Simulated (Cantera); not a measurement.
An isothermal, constant-pressure homogeneous reactor starts with NH3 : N2 = 1 : 3.3 (molar parts), at 1698 K and 200000 Pa. Integrator tolerance rtol = 1e-08.

Detailed kinetics in Cantera: the gas-phase N/H chemistry of the illustrative SiF4/NH3 mechanism in the Surface Chemkin manual (1991). Walls and surfaces, which speed up NH3 decomposition in real reactors, are not modelled.

What does this change do: temperature 1698 to 1925 K?


```json
[
 {"quantity": "x(NH3) at 2.00 s", "before": "0.0613 (gas-phase equilibrium 9.23e-6)", "after": "0.000497 (gas-phase equilibrium 5.80e-6)"},
 {"quantity": "x(N2) at 2.00 s", "before": "0.730 (gas-phase equilibrium 0.717)", "after": "0.717 (gas-phase equilibrium 0.717)"},
 {"quantity": "x(N2H4) at 2.00 s", "before": "1.28e-8 (gas-phase equilibrium <1e-12)", "after": "5.61e-12 (gas-phase equilibrium <1e-12)"},
 {"quantity": "x(H2) at 2.00 s", "before": "0.208 (gas-phase equilibrium 0.283)", "after": "0.282 (gas-phase equilibrium 0.283)"},
 {"quantity": "x(N) at 2.00 s", "before": "1.53e-8 (gas-phase equilibrium 3.19e-12)", "after": "1.48e-8 (gas-phase equilibrium 1.75e-10)"}
]
```
